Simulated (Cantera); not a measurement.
A freely propagating, adiabatic, planar premixed flame of CH4 : CO : O2 : N2 = 1 : 0.63 : 1.54 : 5.8 (molar parts), unburnt at 475 K and 9.87 atm; mixture-averaged transport, grid criteria slope 0.08 and curve 0.16, no radiation.

Computed with Cantera and GRI-Mech 3.0 (53 species, 325 reactions). Burning velocities carry a grid error of a few per cent, more on coarse grids.

How do the results move with these cheaper or finer settings: unity-Lewis-number transport; multicomponent transport; multicomponent+Soret transport; grid criteria slope 0.5, curve 1; grid criteria slope 0.25, curve 0.5; grid criteria slope 0.03, curve 0.06?


| setting | laminar burning velocity | thermal thickness | peak x(H2) | peak x(CH3) | grid points |
|---|---|---|---|---|---|
| as above | 16.0 cm/s | 0.151 mm | 0.0560 | 0.00124 | 136 |
| unity-Lewis-number transport | 12.4 cm/s | 0.177 mm | 0.0550 | 0.00112 | 130 |
| multicomponent transport | 16.0 cm/s | 0.153 mm | 0.0562 | 0.00125 | 137 |
| multicomponent+Soret transport | 16.0 cm/s | 0.152 mm | 0.0551 | 0.00125 | 136 |
| grid criteria slope 0.5, curve 1 | 17.4 cm/s | 0.165 mm | 0.0580 | 0.00122 | 32 |
| grid criteria slope 0.25, curve 0.5 | 16.4 cm/s | 0.156 mm | 0.0568 | 0.00123 | 56 |
| grid criteria slope 0.03, curve 0.06 | 15.7 cm/s | 0.150 mm | 0.0554 | 0.00124 | 334 |
The base run took very roughly 12 core-seconds.
Unity Lewis numbers drop preferential diffusion, which matters most where H2 and H carry the flame; Soret adds thermal diffusion.
